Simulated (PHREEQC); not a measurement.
A column of 0.2 m (30 cells, dispersivity 0.01 m, 300 s a shift, diffusion coefficient 3e-10 m²/s) holds 0.25 eq of the database's cation exchanger X per kg of pore water, first in equilibrium with 0.011 mol/kgw MnCl2, 0.0023 mol/kgw KBr, 0.0089 mol/kgw CaCl2 and 1e-05 mol/kgw HCl. It is flushed with 0.0017 mol/kgw MgSO4, 0.099 mol/kgw LiCl, 0.0098 mol/kgw MnCl2 and 1e-05 mol/kgw HCl, at 15 °C. Values are for the last cell. The system is closed to CO2. No solid was allowed to form.

Model: ion-association model, phreeqc.dat, run in PHREEQC.

Task: Predict Mg in solution (mol/kgw), K in solution (mol/kgw) at pore volumes = 5.15, 5.617, 6.55, 6.783.

Result: 
```
pore volumes  Mg in solution (mol/kgw)  K in solution (mol/kgw)
------------  ------------------------  -----------------------
5.15                          0.000286                 0.000971
5.617                         0.000367                 0.000814
6.55                          0.000540                 0.000550
6.783                         0.000583                 0.000495
```

Species that the database lacks are ignored.
